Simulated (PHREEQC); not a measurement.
A column of 0.2 m (30 cells, dispersivity 0.01 m, 720 s a shift, diffusion coefficient 3e-10 m²/s) holds 0.36 eq of the database's cation exchanger X per kg of pore water, first in equilibrium with 0.025 mol/kgw KBr and 1e-05 mol/kgw HCl. It is flushed with 0.074 mol/kgw Na2SO4 and 1e-05 mol/kgw HCl, at 15 °C. Values are for the last cell. The system is closed to CO2. Precipitation was switched off in this run.

The series has 31 steps of pore volumes, from 0 to 7.017.

Computed with PHREEQC (ion-association model, phreeqc.dat).

Task: After how many pore volumes does Na at the outlet first reach half of its feed value?

Result: By 2.1 pore volumes.

Task: After how many pore volumes does S at the outlet first reach half of its feed value?

Result: By 1.2 pore volumes.
